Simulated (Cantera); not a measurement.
Cantera run, input and output.

```python
import numpy as np
import cantera as ct

gas = ct.Solution("h2o2.yaml")
gas.TPX = 300, 340000, {'H2': 1, 'O2': 0.2, 'N2': 0.752}
flame = ct.FreeFlame(gas, width=0.017)
flame.set_refine_criteria(ratio=3, slope=0.08, curve=0.16)
flame.transport_model = "mixture-averaged"
flame.solve(loglevel=0, auto=True)
z, T = flame.grid, flame.T
thick = (T[-1] - T[0]) / np.gradient(T, z).max()
show = ['H2', 'O2', 'O', 'HO2', 'H', 'H2O2']
print(f"laminar burning velocity  {flame.velocity[0] * 100:.3f} cm/s")
print(f"burnt temperature         {T[-1]:.1f} K")
print(f"thermal thickness         {thick * 1e3:.4f} mm")
print(f"grid points               {len(z)}")
z0 = z[flame.heat_release_rate.argmax()]
print(f"{'z/mm':>9s}{'T/K':>9s}{'u/(m/s)':>9s}" + "".join(f"{s:>11s}" for s in show))
rows = []
for k in (-3, -2, -1.5, -1, -0.5, -0.25, 0, 0.25, 0.5, 1, 2, 4, 8):
    zz = z0 + k * thick
    rows.append([k * thick, np.interp(zz, z, T), np.interp(zz, z, flame.velocity),
                 *(np.interp(zz, z, flame.X[gas.species_index(s)]) for s in show)])
    print(f"{rows[-1][0] * 1e3:9.3f}{rows[-1][1]:9.1f}{rows[-1][2]:9.3f}" + "".join(f"{x:11.3e}" for x in rows[-1][3:]))
```

Result:

```
laminar burning velocity  249.158 cm/s
burnt temperature         1911.5 K
thermal thickness         0.0783 mm
grid points               115
     z/mm      T/K  u/(m/s)         H2         O2          O        HO2          H       H2O2
   -0.235    300.0    2.492  5.123e-01  1.025e-01  6.031e-12  3.908e-11  1.124e-16  8.138e-12
   -0.157    300.0    2.492  5.123e-01  1.025e-01  1.842e-10  2.311e-09  7.484e-15  4.892e-10
   -0.117    300.4    2.494  5.121e-01  1.025e-01  2.592e-09  6.100e-08  6.606e-13  1.307e-08
   -0.078    304.1    2.520  5.109e-01  1.028e-01  3.503e-08  1.497e-06  6.780e-11  3.245e-07
   -0.039    395.9    3.199  4.953e-01  1.047e-01  3.205e-06  2.814e-04  4.198e-06  4.438e-05
   -0.020    708.2    5.528  4.609e-01  9.647e-02  9.843e-05  7.023e-04  1.530e-03  1.192e-04
    0.000   1085.0    8.287  4.136e-01  7.326e-02  4.989e-04  2.859e-04  1.033e-02  4.244e-05
    0.020   1353.1   10.264  3.678e-01  4.285e-02  9.463e-04  1.353e-04  2.333e-02  5.404e-06
    0.039   1508.3   11.431  3.376e-01  1.963e-02  7.686e-04  5.825e-05  3.236e-02  1.274e-06
    0.078   1638.9   12.395  3.195e-01  3.224e-03  2.338e-04  9.002e-06  3.477e-02  4.169e-07
    0.157   1726.7   12.999  3.213e-01  1.715e-04  7.609e-05  4.678e-07  2.726e-02  1.746e-07
    0.313   1796.8   13.462  3.271e-01  1.283e-05  3.547e-05  5.108e-08  1.814e-02  8.292e-08
    0.627   1847.5   13.790  3.319e-01  4.503e-06  1.398e-05  2.081e-08  1.098e-02  3.484e-08
```

Cantera simulation using the H2/O2 subset of GRI-Mech 3.0, which has no nitrogen chemistry; the numbers are that mechanism's predictions, not measurements. The hydrogen kinetics of GRI-Mech 3.0 are dated; newer H2 mechanisms differ, most at raised pressure. Burning velocities carry a grid error of a few per cent, more on coarse grids.
